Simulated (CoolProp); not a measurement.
Benzene at several states: density (kg/m³) from the reference equation and from simpler models built on Tc = 562.0 K, pc = 4906 kPa, ω = 0.211; each cubic takes its own stable root.

Values from CoolProp's reference Helmholtz-energy equation of state, Thol 2012.

| T (K) | p (kPa) | phase | reference | Redlich-Kwong | Soave-Redlich-Kwong | Peng-Robinson |
|---|---|---|---|---|---|---|
| 341.8 | 51.6 | gas | 1.446 | 1.439 | 1.441 | 1.441 |
| 516.4 | 13.3 | gas | 0.2423 | 0.2422 | 0.2423 | 0.2423 |
| 296.8 | 4130 | liquid | ? | 789.1 | 801.8 | ? |
| 508.3 | 67.3 | gas | 1.252 | 1.252 | 1.252 | 1.253 |
| 486.4 | 16400 | liquid | 689.6 | ? | ? | ? |

Task: What belongs in the gaps?

Result: 
- 296.8, reference: 878.3
- 296.8, Peng-Robinson: 902.2
- 486.4, Redlich-Kwong: 625.1
- 486.4, Soave-Redlich-Kwong: 636.7
- 486.4, Peng-Robinson: 715.3
